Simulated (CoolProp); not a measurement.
Values from CoolProp's reference Helmholtz-energy equation of state, Lemmon 2006. It is a short technical equation, of lower accuracy than the large ones.

Q: For nitrous oxide, give the phase and the cp (kJ/(kg K)), speed of sound (m/s), expansivity (1/kK) at 314.6 K and 10.3 MPa.

A: 
- 314.6 K and 10.3 MPa: supercritical; cp 3.53, speed of sound 340, expansivity 16.3
